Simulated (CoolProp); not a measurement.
Vapour-liquid equilibrium of CHF3 (R23) (1) + R11 (2) at -41.55 °C; x and y are mole fractions of (1).

The numbers come from the multi-fluid Helmholtz-energy mixture model, Penoncello 2003 and Jacobsen 1992; pair parameters Bell 2016 in CoolProp.

```json
[
 {"x": "0.05", "bubble pressure, mixture model (MPa)": "0.1168", "bubble pressure, Raoult's law (MPa)": "0.03773", "y, mixture model": "0.960", "y, Raoult's law": "0.884"},
 {"x": "0.125", "bubble pressure, mixture model (MPa)": "0.2642", "bubble pressure, Raoult's law (MPa)": "0.08739", "y, mixture model": "0.982", "y, Raoult's law": "0.954"},
 {"x": "0.2", "bubble pressure, mixture model (MPa)": "0.3797", "bubble pressure, Raoult's law (MPa)": "0.1371", "y, mixture model": "0.988", "y, Raoult's law": "0.973"},
 {"x": "0.275", "bubble pressure, mixture model (MPa)": "0.4612", "bubble pressure, Raoult's law (MPa)": "0.1867", "y, mixture model": "0.990", "y, Raoult's law": "0.982"},
 {"x": "0.35", "bubble pressure, mixture model (MPa)": "0.5125", "bubble pressure, Raoult's law (MPa)": "0.2364", "y, mixture model": "0.991", "y, Raoult's law": "0.987"},
 {"x": "0.425", "bubble pressure, mixture model (MPa)": "0.5403", "bubble pressure, Raoult's law (MPa)": "0.2860", "y, mixture model": "0.992", "y, Raoult's law": "0.991"},
 {"x": "0.5", "bubble pressure, mixture model (MPa)": "0.5527", "bubble pressure, Raoult's law (MPa)": "0.3357", "y, mixture model": "0.992", "y, Raoult's law": "0.993"},
 {"x": "0.575", "bubble pressure, mixture model (MPa)": "0.5570", "bubble pressure, Raoult's law (MPa)": "0.3854", "y, mixture model": "0.992", "y, Raoult's law": "0.995"},
 {"x": "0.65", "bubble pressure, mixture model (MPa)": "0.5594", "bubble pressure, Raoult's law (MPa)": "0.4350", "y, mixture model": "0.992", "y, Raoult's law": "0.996"},
 {"x": "0.725", "bubble pressure, mixture model (MPa)": "0.5647", "bubble pressure, Raoult's law (MPa)": "0.4847", "y, mixture model": "0.992", "y, Raoult's law": "0.997"},
 {"x": "0.8", "bubble pressure, mixture model (MPa)": "0.5768", "bubble pressure, Raoult's law (MPa)": "0.5344", "y, mixture model": "0.993", "y, Raoult's law": "0.998"},
 {"x": "0.875", "bubble pressure, mixture model (MPa)": "0.5989", "bubble pressure, Raoult's law (MPa)": "0.5840", "y, mixture model": "0.994", "y, Raoult's law": "0.999"},
 {"x": "0.95", "bubble pressure, mixture model (MPa)": "0.6341", "bubble pressure, Raoult's law (MPa)": "0.6337", "y, mixture model": "0.997", "y, Raoult's law": "1.000"}
]
```

The largest gap from Raoult's law is +209.6 % in bubble pressure, at x = 0.05. No azeotrope shows between x = 0.05 and 0.95.

The pair parameters rest on a limited set of measurements; away from them the model extrapolates. With so large a gap from Raoult's law the liquid may split in two, which this calculation doesn't test in full.
